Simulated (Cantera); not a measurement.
## Pyrogenic steam for wet oxidation

An isothermal, constant-pressure homogeneous reactor starts with 40.9 % H₂, 22.7 % O₂, 36.4 % N₂, equivalence ratio 0.90, at 1100 K and 0.484 atm.

Detailed kinetics in Cantera: GRI-Mech 3.0 (53 species, 325 reactions). The temperature is held fixed by assumption; the heat of reaction is taken as removed at once.

```csv
t (s),x H₂,x O₂,x NO,x N₂O,x NO₂,x OH
0.000400,0.00893,0.0328,2.50e-6,2.60e-8,4.42e-9,0.000556
0.00102,0.00321,0.0301,2.48e-6,2.98e-8,3.00e-8,0.000140
0.00261,0.00161,0.0293,2.37e-6,3.13e-8,1.45e-7,3.49e-5
0.00666,0.00103,0.0291,2.07e-6,3.20e-8,4.45e-7,1.06e-5
0.0170,0.000630,0.0289,1.78e-6,3.25e-8,7.39e-7,6.00e-6
0.0434,0.000305,0.0287,1.44e-6,3.29e-8,1.08e-6,3.46e-6
0.111,0.000109,0.0286,1.11e-6,3.32e-8,1.40e-6,1.95e-6
0.283,2.41e-5,0.0286,1.04e-6,3.31e-8,1.48e-6,1.21e-6
0.722,1.99e-6,0.0286,1.56e-6,3.23e-8,9.63e-7,8.31e-7
1.84,5.59e-8,0.0286,2.25e-6,3.02e-8,2.65e-7,6.00e-7
4.71,6.95e-9,0.0286,2.49e-6,2.54e-8,3.15e-8,8.74e-7
12.0,5.77e-9,0.0286,2.50e-6,1.65e-8,1.85e-8,1.12e-6
30.7,5.77e-9,0.0286,2.50e-6,5.86e-9,1.84e-8,1.12e-6
78.3,5.77e-9,0.0286,2.50e-6,1.22e-9,1.84e-8,1.12e-6
200,5.77e-9,0.0286,2.50e-6,9.62e-10,1.84e-8,1.12e-6
```
x: mole fraction; the columns are a selection and need not sum to one.

Equilibrium at this temperature and pressure: H₂ 5.77e-9, O₂ 0.0286, NO 2.40e-5, N₂O 9.62e-10, NO₂ 1.77e-7, OH 1.12e-6 (gas phase only).
